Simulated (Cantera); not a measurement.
A freely propagating, adiabatic, planar premixed flame of H₂ : O₂ : N₂ : H₂O = 1 : 0.278 : 1.04 : 0.32 (molar parts), unburnt at 350 K and 0.133 bar; mixture-averaged transport, grid criteria slope 0.08 and curve 0.16, no radiation.

Detailed kinetics in Cantera: the H2/O2 subset of GRI-Mech 3.0, which has no nitrogen chemistry. Burning velocities carry a grid error of a few per cent, more on coarse grids.

### Question
What does this change do: inlet temperature 350 to 550 K?

### Answer
```tsv
quantity	before	after
laminar burning velocity	259 cm/s	537 cm/s
thermal thickness	4.40 mm	5.60 mm
peak x(H₂O₂)	3.44e-5	2.54e-6
peak x(H)	0.0805	0.0971
peak x(HO₂)	0.000155	8.45e-5
```

### Question
What does this change do: O2 0.278 to 0.21 parts?

### Answer
```json
[
 {"quantity": "laminar burning velocity", "before": "259 cm/s", "after": "180 cm/s"},
 {"quantity": "thermal thickness", "before": "4.40 mm", "after": "4.65 mm"},
 {"quantity": "peak x(H₂O₂)", "before": "3.44e-5", "after": "2.59e-5"},
 {"quantity": "peak x(H)", "before": "0.0805", "after": "0.0519"},
 {"quantity": "peak x(HO₂)", "before": "0.000155", "after": "0.000122"}
]
```

### Question
What does this change do: inlet temperature 350 to 700 K?

### Answer
| quantity | before | after |
|---|---|---|
| laminar burning velocity | 259 cm/s | 854 cm/s |
| thermal thickness | 4.40 mm | 6.46 mm |
| peak x(H₂O₂) | 3.44e-5 | 4.56e-7 |
| peak x(H) | 0.0805 | 0.109 |
| peak x(HO₂) | 0.000155 | 5.04e-5 |
